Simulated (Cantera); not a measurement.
**Low-pressure radical oxidation in H2/O2**

An isothermal, constant-pressure homogeneous reactor starts with 0.449 % H2, 65.1 % O2, 34.5 % N2, at 998 K and 0.0290 bar.

Detailed kinetics in Cantera: the H2/O2 subset of GRI-Mech 3.0, which has no nitrogen chemistry. Radical loss at walls, strong at low pressure, is not modelled.

```
t (s)         x H2   x O2    x H2O2     x H2O       x O
--------  --------  -----  --------  --------  --------
4.00e-5    0.00449  0.651    <1e-12    <1e-12    <1e-12
0.000206   0.00449  0.651    <1e-12  1.09e-12  7.42e-12
0.00106    0.00449  0.651    <1e-12  5.79e-11  9.80e-11
0.00543    0.00449  0.651    <1e-12   1.23e-8   1.09e-8
0.0279    0.000239  0.648   8.49e-8   0.00402   0.00180
0.143      2.24e-6  0.650   1.57e-8   0.00447  0.000238
0.737      1.15e-7  0.650   7.61e-9   0.00449   1.42e-5
3.79       5.25e-9  0.650   1.35e-9   0.00450   8.58e-7
19.5      3.86e-10  0.650  1.75e-10   0.00450   8.37e-8
100       4.82e-11  0.650  2.70e-11   0.00450   1.18e-8
```
x: mole fraction; the columns are a selection and need not sum to one.

Equilibrium at this temperature and pressure: H2 2.72e-12, O2 0.650, H2O2 1.70e-12, H2O 0.00450, O 7.05e-10 (gas phase only).
